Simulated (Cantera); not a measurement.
# Gas activation for diamond growth

A perfectly stirred reactor is fed with CH4 : H2 = 0.023 : 1 (molar parts), at 4900 Pa; it is held at 2050 K, and followed from long to short residence time.

Cantera simulation using GRI-Mech 3.0 (53 species, 325 reactions); the numbers are that mechanism's predictions, not measurements. GRI-Mech 3.0 stops at C3 and has no aromatics, soot or wall deposition, so with more carbon than oxygen in the feed, carbon stays in small species such as C2H2 where larger ones or solid carbon would form. Radical loss at walls, strong at low pressure, is not modelled.

| τ (s) | x CH4 | x H2 | x C2H4 | x C2H6 | x C2H | x C2H2 | x CH2 |
|---|---|---|---|---|---|---|---|
| 6.1 | 0.000378 | 0.979 | 2.73e-6 | 1.84e-9 | 2.40e-6 | 0.0107 | 1.01e-6 |
| 1.9 | 0.000694 | 0.979 | 2.90e-6 | 6.00e-9 | 2.29e-6 | 0.0105 | 1.73e-6 |
| 0.58 | 0.00133 | 0.979 | 3.50e-6 | 2.06e-8 | 2.10e-6 | 0.0102 | 2.92e-6 |
| 0.18 | 0.00257 | 0.979 | 5.48e-6 | 7.08e-8 | 1.79e-6 | 0.00947 | 4.64e-6 |
| 0.054 | 0.00508 | 0.979 | 1.19e-5 | 2.42e-7 | 1.35e-6 | 0.00808 | 6.87e-6 |
| 0.017 | 0.00931 | 0.977 | 2.75e-5 | 6.76e-7 | 8.27e-7 | 0.00579 | 8.71e-6 |
| 0.0051 | 0.0153 | 0.976 | 5.12e-5 | 1.35e-6 | 2.96e-7 | 0.00266 | 8.39e-6 |
| 0.0016 | 0.0202 | 0.975 | 4.48e-5 | 1.15e-6 | 3.13e-8 | 0.000472 | 4.09e-6 |
| 0.00047 | 0.0220 | 0.977 | 9.10e-6 | 2.44e-7 | 3.25e-10 | 1.40e-5 | 6.03e-7 |
x: mole fraction; the columns are a selection and need not sum to one.
